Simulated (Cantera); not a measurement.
**Stirred combustor or abatement burner**

A perfectly stirred reactor is fed with 19.2 % CO, 12.5 % H₂, 14.4 % O₂, 54.0 % N₂, equivalence ratio 1.1, at 160000 Pa; it is adiabatic with a 725 K inlet, and is followed from long to short residence time, starting on the burning branch (τ in s: 0.26, 0.099, 0.038, 0.015, 0.0056, 0.0022, 0.00083, 0.00032, 0.00012, 4.7e-05, 1.8e-05, 7e-06).

Model: GRI-Mech 3.0 (53 species, 325 reactions), integrated in Cantera.

```
τ (s)    T (K)    x CO     x H₂    x O₂    x NO₂      x NO   x H₂O   x CO₂
-------  -----  ------  -------  ------  -------  --------  ------  ------
0.26      2576  0.0612  0.00781  0.0127  1.43e-6   0.00561   0.128   0.157
0.099     2575  0.0614  0.00784  0.0128  1.39e-6   0.00547   0.128   0.157
0.038     2570  0.0618  0.00791  0.0132  1.32e-6   0.00514   0.128   0.157
0.015     2560  0.0628  0.00810  0.0141  1.15e-6   0.00446   0.127   0.155
0.0056    2532  0.0655  0.00859  0.0160  8.20e-7   0.00319   0.126   0.152
0.0022    2471  0.0707  0.00966  0.0195  4.30e-7   0.00174   0.123   0.146
0.00083   2357  0.0792   0.0117  0.0247  1.47e-7  0.000658   0.118   0.135
0.00032   2205  0.0882   0.0142  0.0304  4.75e-8  0.000232   0.110   0.124
0.00012   2020  0.0965   0.0168  0.0363  2.25e-8  0.000111   0.102   0.112
4.7e-5    1821   0.106   0.0187  0.0434  1.42e-8   6.52e-5  0.0937  0.0998
1.8e-5    1576   0.130   0.0216  0.0593  6.57e-9   2.41e-5  0.0882  0.0717
7.0e-6     725   0.192    0.125   0.144   <1e-12    <1e-12  <1e-12  <1e-12
```
x: mole fraction; the columns are a selection and need not sum to one.
